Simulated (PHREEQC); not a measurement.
Solution A (0.0038 mol/kgw H3PO4, 0.047 mol/kgw HNO3 and 2.7e-06 mol/kgw H4SiO4) is mixed with solution B (0.0025 mol/kgw NiSO4 and 0.00013 mol/kgw NiCl2) at 25 °C; shares are by mass of water, 1 kg in all. O2 is buffered at 0.21 atm. No CO2 enters from the air. Only these solids could form: Ni(OH)2, Ni3(PO4)2, Ni4(OH)6SO4, Quartz, Morenosite.

Computed with PHREEQC (ion-association model, wateq4f.dat).

```csv
share of solution B,pH,Ni+2 (mol/kgw),SO4-2 (mol/kgw)
0,1.39,0,0
0.1,1.43,0.000262,?
0.2,1.49,0.000522,?
0.3,1.54,0.000778,0.000276
0.4,?,?,0.000396
0.5,1.69,0.00128,?
0.6,1.79,0.00151,0.000706
0.7,?,0.00174,0.000916
0.8,2.09,0.00194,0.00118
0.9,2.39,0.00211,0.00155
1,6.36,0.00221,0.00208
```

Question: What belongs in the gaps?

Answer: 
- 0.1, SO4-2 (mol/kgw): 8.12e-5
- 0.2, SO4-2 (mol/kgw): 0.000172
- 0.4, pH: 1.61
- 0.4, Ni+2 (mol/kgw): 0.00103
- 0.5, SO4-2 (mol/kgw): 0.000537
- 0.7, pH: 1.91

Complexes and solids missing from the database can't appear. H3PO4, which wateq4f.dat lacks, is added to it with the constant of phreeqc.dat. The database has no phosphate complexes of Ni.
